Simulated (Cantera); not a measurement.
Transport properties of process gases

Gas mixture: 100 % NO, at 0.0109 atm, frozen composition.

Cantera's kinetic-theory transport with the Lennard-Jones parameters of GRI-Mech 3.0, ideal gas; thermal conductivity in the mixture-averaged form. The composition is frozen, though it would react at the higher temperatures.

```
T (K)  ρ (kg/m³)  cp (J/kg/K)  μ (µPa s)  λ (mW/m/K)     Pr  D (cm²/s) CH3  D (cm²/s) OH  D (cm²/s) CO2
-----  ---------  -----------  ---------  ----------  -----  -------------  ------------  -------------
400      0.00992        998.6       23.1        32.4  0.712           34.1          47.6           24.0
550      0.00722         1028       28.9        42.0  0.707           59.2          81.8           42.2
700      0.00567         1067       34.0        51.3  0.707           89.3           123           64.0
850      0.00467         1104       38.6        60.2  0.708            124           170           89.2
1000     0.00397         1133       42.9        68.6  0.709            163           223            117
1150     0.00345         1153       47.0        76.7  0.707            205           281            149
1300     0.00305         1171       50.9        84.5  0.706            252           344            182
1450     0.00274         1186       54.7        91.9  0.706            302           413            219
```
D: mixture-averaged diffusion coefficient of that species in the mixture.
